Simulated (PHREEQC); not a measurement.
A solution holds 1.2 mmol/kgw CuCl2, 0.83 mmol/kgw HNO3 and 73 mmol/kgw H3BO3, at 14 °C. Closed to the air; pH follows from the charge balance.

Equilibrium calculation in PHREEQC: ion-association model, wateq4f.dat.

```tsv
quantity	before	after
pH	3.11	2.81
CuCl+ (mol/kgw)	3.36e-6	3.29e-6
H2BO3- (mol/kgw)	4.72e-8	2.38e-8
CuOH+ (mol/kgw)	1.26e-8	6.21e-9
CuCl2 (mol/kgw)	3.31e-9	3.21e-9
SI of Tenorite (CuO)	-4.87	-5.48
SI of Cu(OH)2 (Cu(OH)2)	-5.89	-6.50
```

Task: Which change was made?
A) HNO3 from 0.00083 to 0.000166 mol/kgw
B) HNO3 left out
C) HNO3 from 0.00083 to 0.000747 mol/kgw
D) CuCl2 from 0.0012 to 0.00132 mol/kgw
E) HNO3 from 0.00083 to 0.00166 mol/kgw

Result: E, HNO3 from 0.00083 to 0.00166 mol/kgw

No solid was allowed to form. Constants without temperature data keep their 25 °C values here.
